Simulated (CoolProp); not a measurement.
The numbers come from the reference Helmholtz-energy equation of state, Lemmon 2006 in CoolProp. It is a short technical equation, of lower accuracy than the large ones.

Question: For CH3F (R41), give the phase and the Z, cp (kJ/(kg K)), speed of sound (m/s), isothermal compressibility (1/MPa) at 177 K and 13.8 MPa; 177 K and 14.8 MPa.

Answer: 
- 177 K and 13.8 MPa: liquid; Z 0.343, cp 2.02, speed of sound 1260, isothermal compressibility 0.00104
- 177 K and 14.8 MPa: liquid; Z 0.367, cp 2.02, speed of sound 1260, isothermal compressibility 0.00103
